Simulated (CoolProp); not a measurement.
Saturation properties of water.

Model: reference Helmholtz-energy equation of state, Wagner 2002, in CoolProp.

```json
[
 {"T (°C)": "138.55", "p (bar)": "3.469", "vapour density (kg/m³)": "1.892", "liquid viscosity (µPa s)": "199"},
 {"T (°C)": "144.55", "p (bar)": "4.106", "vapour density (kg/m³)": "2.216", "liquid viscosity (µPa s)": "…"},
 {"T (°C)": "150.65", "p (bar)": "4.845", "vapour density (kg/m³)": "2.590", "liquid viscosity (µPa s)": "182"},
 {"T (°C)": "156.65", "p (bar)": "5.673", "vapour density (kg/m³)": "3.006", "liquid viscosity (µPa s)": "174"},
 {"T (°C)": "162.75", "p (bar)": "6.627", "vapour density (kg/m³)": "3.481", "liquid viscosity (µPa s)": "167"},
 {"T (°C)": "168.75", "p (bar)": "7.685", "vapour density (kg/m³)": "4.005", "liquid viscosity (µPa s)": "161"},
 {"T (°C)": "174.85", "p (bar)": "8.895", "vapour density (kg/m³)": "4.602", "liquid viscosity (µPa s)": "155"},
 {"T (°C)": "180.95", "p (bar)": "10.25", "vapour density (kg/m³)": "5.267", "liquid viscosity (µPa s)": "…"},
 {"T (°C)": "186.95", "p (bar)": "11.73", "vapour density (kg/m³)": "5.995", "liquid viscosity (µPa s)": "144"},
 {"T (°C)": "193.05", "p (bar)": "13.41", "vapour density (kg/m³)": "6.817", "liquid viscosity (µPa s)": "…"},
 {"T (°C)": "199.05", "p (bar)": "15.24", "vapour density (kg/m³)": "7.711", "liquid viscosity (µPa s)": "135"},
 {"T (°C)": "205.15", "p (bar)": "17.30", "vapour density (kg/m³)": "8.716", "liquid viscosity (µPa s)": "131"},
 {"T (°C)": "211.15", "p (bar)": "…", "vapour density (kg/m³)": "9.806", "liquid viscosity (µPa s)": "127"},
 {"T (°C)": "217.25", "p (bar)": "22.00", "vapour density (kg/m³)": "11.03", "liquid viscosity (µPa s)": "…"},
 {"T (°C)": "223.25", "p (bar)": "24.67", "vapour density (kg/m³)": "…", "liquid viscosity (µPa s)": "120"}
]
```

**Question.** Fill in the missing entries.

**Answer.** 
- 144.55, liquid viscosity (µPa s): 190
- 180.95, liquid viscosity (µPa s): 150
- 193.05, liquid viscosity (µPa s): 140
- 211.15, p (bar): 19.52
- 217.25, liquid viscosity (µPa s): 123
- 223.25, vapour density (kg/m³): 12.35

It boils at 100.0 °C under 1 atm.

Viscosity comes from a separate model (Huber 2009).
